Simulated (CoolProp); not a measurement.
A Linde-Hampson liquefier for ethane: isothermal reversible compression at 320 K from 1 atm to 20 MPa, throttling to 1 atm, return gas leaving the recuperator 0 K below the feed. Each further row changes one setting.

Model: reference Helmholtz-energy equation of state, Bücker 2006, in CoolProp.

```csv
case,liquid yield per pass,compression work (kJ/kg of gas)
as stated,…,366
high pressure 40 MPa,0.461,414
warm-end temperature 350 K,…,…
warm-end gap 5 K,0.458,366
```

Question: Some entries are withheld; supply them.

Answer: 
- as stated, liquid yield per pass: 0.465
- warm-end temperature 350 K, liquid yield per pass: 0.381
- warm-end temperature 350 K, compression work (kJ/kg of gas): 429
